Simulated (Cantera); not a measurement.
What does this Cantera script print?

```python
import numpy as np
import cantera as ct

gas_names = """
    H HO2 H2 H2O H2O2 Li LiH LiO LiOH Li2 Li2O Li2O2 Li2O2H2 O OH O2 O3
""".split()
cond_names = """
    H2O(s) H2O(L) Li(cr) Li(L) LiH(s) LiH(L) LiOH(s) LiOH(L) Li2O(s) Li2O(L)
""".split()


def load(file, names, dense=False):
    # The tables refer to 1 bar. Condensed volumes are neglected.
    table = {s.name: s for s in ct.Species.list_from_file(file)}
    out = []
    for n in names:
        d = dict(table[n].input_data)
        d["thermo"] = dict(d["thermo"], **{"reference-pressure": 1e5})
        if dense:
            d["equation-of-state"] = {"model": "constant-volume", "density": "1e6 g/cm^3"}
        out.append(ct.Species.from_dict(d))
    return out


gas = ct.Solution(thermo="ideal-gas", species=load("nasa_gas.yaml", gas_names))
cond = {s.name: ct.Solution(thermo="fixed-stoichiometry", species=[s], name=s.name)
        for s in load("nasa_condensed.yaml", cond_names, dense=True)}
atoms = {
    'LiOH': {'Li': 1, 'O': 1, 'H': 1},
    'O2': {'O': 2},
}
top_T = {}  # K; cautious upper limits of use, not melting points


def equilibrate(T, P, feed):
    n = {}
    for name, mol in feed.items():
        for a, k in atoms[name].items():
            n[a] = n.get(a, 0.0) + k * mol
    gas.TPX = T, P, n
    mass = sum(n.values()) * gas.mean_molecular_weight
    gas.equilibrate("TP")
    valid = [c for c in cond.values() if c.min_temp <= T <= top_T.get(c.name, c.max_temp)]
    mix = ct.Mixture([(gas, mass / gas.mean_molecular_weight)] + [(c, 0.0) for c in valid])
    mix.T, mix.P = T, P
    mix.equilibrate("TP", solver="vcs", rtol=1e-11, max_steps=5000)
    return mix


results = []
feed = {'LiOH': 1, 'O2': 13}  # mol
P = 1300  # Pa
for T in [1598, 1648, 1698, 1748, 1798, 1848, 1898, 1948, 1998, 2048, 2098, 2148, 2198]:
    mix = equilibrate(T, P, feed)
    results.append((T, P, feed, dict(zip(mix.species_names, mix.species_moles))))

top = {s: max(r[3][s] / sum(r[3][g] for g in gas_names) for r in results) for s in gas_names}
cols = sorted((s for s in top if top[s] > 1e-05), key=lambda s: -top[s])[:9]
seen = [c for c in cond_names if any(r[3].get(c, 0) > 1e-12 for r in results)]
print("log10 of partial pressures in bar; condensed amounts in mol")
print(f"{'T/K':>10s}" + "".join(f"{s[:9]:>10s}" for s in cols + seen))
for T, P, feed, n in results:
    ng = sum(n[g] for g in gas_names)
    print(f"{T:10.4g}" + "".join(f"{np.log10(max(n[s] / ng * P / 1e5, 1e-99)):10.3f}" for s in cols)
          + "".join(f"{n.get(c, 0):10.4g}" for c in seen))
```

Output:

```
log10 of partial pressures in bar; condensed amounts in mol
       T/K        O2      LiOH         O        Li       H2O        OH      Li2O       LiO         H   Li2O(s)
      1598    -1.916    -3.136    -5.807    -5.891    -3.999    -5.568    -4.830    -6.043    -8.389   0.09072
      1648    -1.918    -3.089    -5.556    -5.452    -4.252    -5.533    -4.433    -5.681    -8.167   0.01703
      1698    -1.919    -3.085    -5.318    -5.177    -4.293    -5.402    -4.338    -5.479    -7.859         0
      1748    -1.919    -3.089    -5.094    -4.959    -4.268    -5.246    -4.328    -5.328    -7.538         0
      1798    -1.919    -3.095    -4.883    -4.755    -4.243    -5.098    -4.323    -5.188    -7.233         0
      1848    -1.920    -3.101    -4.682    -4.565    -4.214    -4.956    -4.325    -5.059    -6.942         0
      1898    -1.920    -3.109    -4.493    -4.390    -4.183    -4.820    -4.337    -4.942    -6.665         0
      1948    -1.922    -3.119    -4.313    -4.229    -4.148    -4.687    -4.358    -4.836    -6.398         0
      1998    -1.923    -3.133    -4.143    -4.083    -4.110    -4.559    -4.390    -4.742    -6.142         0
      2048    -1.925    -3.150    -3.981    -3.950    -4.069    -4.436    -4.435    -4.659    -5.896         0
      2098    -1.927    -3.171    -3.827    -3.830    -4.027    -4.316    -4.491    -4.588    -5.660         0
      2148    -1.930    -3.198    -3.680    -3.723    -3.985    -4.202    -4.559    -4.527    -5.434         0
      2198    -1.934    -3.231    -3.541    -3.627    -3.945    -4.093    -4.638    -4.476    -5.217         0
```

Cantera equilibrium calculation (NASA polynomials, part measured and part estimated; ideal gas, pure solids and liquids).
